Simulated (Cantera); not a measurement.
A closed system holds: 1 mol FeS2, 0.18 mol H2S, 2.4 mol CO2, equilibrated at 575 °C and 1 atm.

Method: chemical equilibrium by Gibbs-energy minimisation in Cantera with the NASA 1993 tables (ideal gas, pure condensed phases). Candidate condensed phases: C, C6H6, C7H8, C8H18, Fe, Fe(CO)5, FeO, Fe(OH)2, Fe(OH)3, FeS, FeSO4, FeS2, Fe2O3, Fe2(SO4)3, Fe3O4, H2O, H2SO4, S; 127 gas species. Gases not in the tables: S3 to S7. The numbers say what is thermodynamically allowed, not how fast it happens.

Base state: CO2 0.901, H2S 0.0439, H2O 0.0249, COS 0.0166, CO 0.00822, S2 0.00439, H2 0.000702, CS2 7.32e-5 (mole fractions); condensed: FeS2(s).

Question: What changes in the equilibrium state with this change: temperature from 575 °C to 1027 °C?

Answer: 
```csv
species,before,after
CO2,0.901,0.658
S2,0.00439,0.157
CO,0.00822,0.0860
SO2,4.26e-5,0.0278
H2S,0.0439,0.0133
H2O,0.0249,0.0404
COS,0.0166,0.0123
SO,8.02e-9,0.000201
SH,2.88e-7,0.000140
S2O,7.08e-6,0.00218
"FeS2(s), mol",1.00,0
"FeS(s), mol",0,1.00
```
FeS: taken at fixed stoichiometry.

Question: What changes in the equilibrium state with this change: temperature from 575 °C to 525 °C?

Answer: 
| species | before | after |
|---|---|---|
| CO2 | 0.901 | 0.907 |
| H2S | 0.0439 | 0.0483 |
| H2O | 0.0249 | 0.0209 |
| COS | 0.0166 | 0.0161 |
| SO2 | 4.26e-5 | 1.65e-5 |
| CO | 0.00822 | 0.00467 |
| FeS2(s), mol | 1.00 | 1.00 |

Question: What changes in the equilibrium state with this change: FeS2 replaced by MgCO3?

Answer: 
```
species         before     after
------------  --------  --------
CO2              0.901     0.925
H2S             0.0439    0.0289
H2O             0.0249    0.0207
COS             0.0166    0.0135
CS2            7.32e-5   4.71e-5
H2            0.000702  0.000499
SO2            4.26e-5   5.41e-5
FeS2(s), mol      1.00         0
MgO(s), mol          0      1.00
```
Further candidate phases: Mg, MgCO3, MgO, Mg(OH)2, MgS, MgSO4.
